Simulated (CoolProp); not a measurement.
R507A along the isobar 21500 kPa: Z from the reference equation and from simpler models built on Tc = 343.8 K, pc = 3705 kPa, ω = 0.286; each cubic takes its own stable root.

Model: reference Helmholtz-energy equation of state, Lemmon 2003, in CoolProp. It is a pseudo-pure fit of the blend.

```json
[
 {"T (K)": "254.8", "phase": "liquid", "reference": "0.7737", "van der Waals": "1.233", "Redlich-Kwong": "0.8879"},
 {"T (K)": "270.9", "phase": "liquid", "reference": "0.7523", "van der Waals": "1.182", "Redlich-Kwong": "0.8609"},
 {"T (K)": "287.1", "phase": "liquid", "reference": "0.7353", "van der Waals": "1.138", "Redlich-Kwong": "0.8391"},
 {"T (K)": "303.3", "phase": "liquid", "reference": "0.7227", "van der Waals": "___", "Redlich-Kwong": "0.8221"},
 {"T (K)": "319.5", "phase": "liquid", "reference": "0.7142", "van der Waals": "1.067", "Redlich-Kwong": "0.8094"},
 {"T (K)": "335.7", "phase": "liquid", "reference": "0.7098", "van der Waals": "1.039", "Redlich-Kwong": "0.8006"},
 {"T (K)": "351.9", "phase": "supercritical", "reference": "___", "van der Waals": "1.014", "Redlich-Kwong": "0.7955"},
 {"T (K)": "368", "phase": "supercritical", "reference": "0.7133", "van der Waals": "0.9937", "Redlich-Kwong": "___"},
 {"T (K)": "384.2", "phase": "supercritical", "reference": "0.7213", "van der Waals": "0.9762", "Redlich-Kwong": "0.7948"},
 {"T (K)": "400.4", "phase": "supercritical", "reference": "0.7334", "van der Waals": "0.9616", "Redlich-Kwong": "___"},
 {"T (K)": "416.6", "phase": "supercritical", "reference": "0.7493", "van der Waals": "0.9496", "Redlich-Kwong": "0.8052"},
 {"T (K)": "432.8", "phase": "supercritical", "reference": "___", "van der Waals": "0.9401", "Redlich-Kwong": "0.8138"}
]
```

### Question
Some entries are withheld; supply them.

### Answer

- 303.3, van der Waals: 1.100
- 351.9, reference: 0.7094
- 368, Redlich-Kwong: 0.7936
- 400.4, Redlich-Kwong: 0.7988
- 432.8, reference: 0.7685
